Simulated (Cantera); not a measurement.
Input: 1 mol MgO, a varied amount of SO3, 4.7 mol N2, held at 1300 °C and 13.3 mbar.

Method: chemical equilibrium by Gibbs-energy minimisation in Cantera with the NASA 1993 tables (ideal gas, pure condensed phases). Candidate condensed phases: Mg, MgO, MgS, MgSO4, S; 22 gas species. Equilibrium is a limit: real reactors are often held back by kinetics, nucleation or transport.

log p: log10 of the partial pressure in bar; n: condensed amount in mol.

```json
[
 {"n(SO3) (mol)": "0.05", "log p N2": "-1.88", "log p SO2": "-3.86", "log p O2": "-4.17", "log p NO": "-5.40", "n MgO(s)": "1.00"},
 {"n(SO3) (mol)": "0.083", "log p N2": "-1.89", "log p SO2": "(withheld)", "log p O2": "(withheld)", "log p NO": "(withheld)", "n MgO(s)": "1.00"},
 {"n(SO3) (mol)": "0.14", "log p N2": "-1.89", "log p SO2": "(withheld)", "log p O2": "(withheld)", "log p NO": "(withheld)", "n MgO(s)": "1.00"},
 {"n(SO3) (mol)": "0.23", "log p N2": "-1.91", "log p SO2": "-3.22", "log p O2": "-3.52", "log p NO": "-5.09", "n MgO(s)": "1.00"},
 {"n(SO3) (mol)": "0.38", "log p N2": "-1.92", "log p SO2": "-3.02", "log p O2": "-3.32", "log p NO": "-5.00", "n MgO(s)": "1.00"},
 {"n(SO3) (mol)": "0.64", "log p N2": "-1.96", "log p SO2": "-2.82", "log p O2": "-3.13", "log p NO": "-4.92", "n MgO(s)": "1.00"},
 {"n(SO3) (mol)": "1.1", "log p N2": "-2.01", "log p SO2": "-2.64", "log p O2": "-2.94", "log p NO": "-4.85", "n MgO(s)": "1.00"},
 {"n(SO3) (mol)": "1.8", "log p N2": "-2.07", "log p SO2": "-2.49", "log p O2": "-2.79", "log p NO": "-4.81", "n MgO(s)": "1.00"},
 {"n(SO3) (mol)": "2.9", "log p N2": "-2.16", "log p SO2": "-2.37", "log p O2": "-2.67", "log p NO": "-4.79", "n MgO(s)": "1.00"},
 {"n(SO3) (mol)": "4.8", "log p N2": "-2.28", "log p SO2": "-2.27", "log p O2": "-2.57", "log p NO": "-4.80", "n MgO(s)": "1.00"}
]
```

Fill in the missing entries.


- 0.083, log p SO2: -3.64
- 0.083, log p O2: -3.95
- 0.083, log p NO: -5.29
- 0.14, log p SO2: -3.42
- 0.14, log p O2: -3.73
- 0.14, log p NO: -5.19
